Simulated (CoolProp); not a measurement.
Vapour-liquid equilibrium of propane (1) + isobutane (2) at 266.7 K; x and y are mole fractions of (1).

Model: multi-fluid Helmholtz-energy mixture model, Lemmon 2009 and Bücker 2006; pair parameters Kunz 2012, in CoolProp.

Problem. Give the bubble pressure and the first vapour's composition at x = 0.05, 0.5, 0.8. Is there an azeotrope?

Solution. x = 0.05: 136.9 kPa, y = 0.134; x = 0.5: 250.2 kPa, y = 0.737; x = 0.8: 330.9 kPa, y = 0.919. No azeotrope shows between x = 0.05 and 0.95.

Pair parameters are fitted to limited data, so mixtures are less certain than the pure fluids.
